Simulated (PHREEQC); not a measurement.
Consider water at 92 °C with 0.41 mol Cu(NO3)2 and 0.00026 mol Na2SO4 per kg of water. Closed to the air; pH follows from the charge balance.

The numbers come from PHREEQC with the ion-association model, phreeqc.dat.

This is a speciation only: nothing precipitates in the calculation.

Order these S species by the share of S that they hold, largest first: SO4-2, HSO4-, CuSO4.

CuSO4 (61 %), SO4-2 (37 %), HSO4- (1.5 %)

The pH is 3.29 and the ionic strength 1.23 mol/kgw. Ionic strength above about 0.7 mol/kgw puts this run outside the model's range. Away from 25 °C the constants follow the database's enthalpies or fits; those with neither stay at their 25 °C values.
